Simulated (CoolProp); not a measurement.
A simple Rankine cycle with cyclopropane: condensing at 321.15 K, boiler at 2.91 MPa, turbine inlet 375.6 K, turbine efficiency 0.6, pump efficiency 0.7, no recuperator. Each further row changes one setting.

The numbers come from the reference Helmholtz-energy equation of state, Polt 1992 in CoolProp. This equation is an older, rougher fit; its heat capacities, sound speeds and derivatives of the liquid may be far off and weren't checked against measurements.

| case | thermal efficiency (%) | net work (kJ/kg) | heat in (kJ/kg) | turbine exit temperature (K) | volume ratio over the turbine |
|---|---|---|---|---|---|
| as stated | 5.4 | 22.7 | 421 | 338.7 | 2.37 |
| turbine inlet 395.6 K | [?] | 26.0 | 469 | 362.5 | 2.33 |
| condensing temperature 313.15 K | [?] | 28.3 | 440 | 331.4 | 2.86 |
| boiler pressure 2.04 MPa | 3.3 | [?] | 448 | 357.4 | 1.60 |
| turbine efficiency 0.5 | 4.3 | 18.2 | 421 | 341.1 | 2.40 |

**Question.** What belongs in the gaps?

**Answer.** 
- turbine inlet 395.6 K, thermal efficiency (%): 5.5
- condensing temperature 313.15 K, thermal efficiency (%): 6.4
- boiler pressure 2.04 MPa, net work (kJ/kg): 15.0
